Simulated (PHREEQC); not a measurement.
Synthetic water in mg/L, 25 °C, pH 1.96, pe 8.2:

```json
[
 {"constituent": "Na", "mg/L": "140"},
 {"constituent": "K", "mg/L": "181"},
 {"constituent": "Ca", "mg/L": "58.5"},
 {"constituent": "Mg", "mg/L": "24.2"},
 {"constituent": "Cl", "mg/L": "53"},
 {"constituent": "S(6) as SO4", "mg/L": "5190"},
 {"constituent": "Br", "mg/L": "0.19"}
]
```

Na is adjusted to close the charge balance.
Valence states are taken as typed.

Model: ion-association model, wateq4f.dat, run in PHREEQC.

Question: The ionic strength comes out as 0.122 mol/kgw. What activity coefficients do HSO4-, Na+, H+, Ca+2, Cl- get?

Answer: HSO4- 0.76, Na+ 0.77, H+ 0.82, Ca+2 0.37, Cl- 0.75.

This is a speciation only: nothing precipitates in the calculation.
